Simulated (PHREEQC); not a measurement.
Dissolve 5.7 mmol/kgw CdCl2, 0.4 mmol/kgw NaOH and 5.1 mmol/kgw HCl at 5 °C. Closed to the air; pH follows from the charge balance.

Model: ion-association model, phreeqc.dat, run in PHREEQC.

```csv
quantity,before,after
pH,2.38,3.35
ionic strength (mol/kgw),0.0171,0.00210
Cl- (mol/kgw),0.0139,0.00159
Cd+2 (mol/kgw),0.00321,0.000510
CdCl+ (mol/kgw),0.00239,5.93e-5
CdCl2 (mol/kgw),9.90e-5,3.29e-7
SI of Halite (NaCl),-6.92,-8.79
```

**Question.** What was changed between the two runs?
A. 0.00032 mol/kgw Ba(OH)2 added
B. NaOH from 0.0004 to 0.0006 mol/kgw
C. HCl from 0.0051 to 0.00765 mol/kgw
D. 0.0014 mol/kgw Ca(HCO3)2 added
E. diluted 10-fold with water

**Answer.** E, diluted 10-fold with water

Precipitation was switched off in this run. Away from 25 °C the constants follow the database's enthalpies or fits; those with neither stay at their 25 °C values.
